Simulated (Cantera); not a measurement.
Silicon nitride deposition: SiCl4 + NH3 + N2

A closed system holds: 1 mol SiCl4, 17 mol NH3, 1.4 mol N2, held at 1823.15 K.

Cantera equilibrium calculation (NASA polynomials, part measured and part estimated; ideal gas, pure solids and liquids). Candidate condensed phases: NH4Cl, Si, Si3N4; 28 gas species. The tables' values for SiCl, SiCl3, SiN are old estimates; treat these amounts as uncertain. Gases not in the tables: Si2H6 and higher silanes. Rates play no part.

| P (Pa) | x H2 | x N2 | x HCl | x H | x SiCl2 | x Si | x Cl | n Si(l) | n Si3N4(s) |
|---|---|---|---|---|---|---|---|---|---|
| 5 | 0.587 | 0.253 | 0.0825 | 0.0470 | 0.00685 | 0.0175 | 0.00504 | 0 | 0 |
| 26 | 0.620 | 0.259 | 0.0721 | 0.0212 | 0.0147 | 0.00997 | 0.00188 | 0 | 0 |
| 140 | 0.639 | 0.262 | 0.0649 | 0.00927 | 0.0198 | 0.00316 | 0.000719 | 0.0954 | 0 |
| 710 | 0.645 | 0.264 | 0.0657 | 0.00413 | 0.0200 | 0.000624 | 0.000321 | 0.205 | 0 |
| 3700 | 0.647 | 0.264 | 0.0659 | 0.00181 | 0.0201 | 0.000120 | 0.000141 | 0.230 | 0 |
| 19000 | 0.647 | 0.258 | 0.0817 | 0.000800 | 0.0126 | 9.52e-6 | 7.71e-5 | 0 | 0.173 |
| 100000 | 0.643 | 0.254 | 0.0956 | 0.000348 | 0.00579 | 6.03e-7 | 3.94e-5 | 0 | 0.257 |
x: gas mole fraction; n: condensed amount in mol.

From 5.00e-5 bar to 0.000260 bar nothing is condensed. From 0.00140 bar to 0.0370 bar the condensed part is Si(l). From 0.190 bar to 1.00 bar the condensed part is Si3N4(s). The main Si-bearing gas is Si at 5.00e-5 bar and SiCl2 at 1.00 bar.
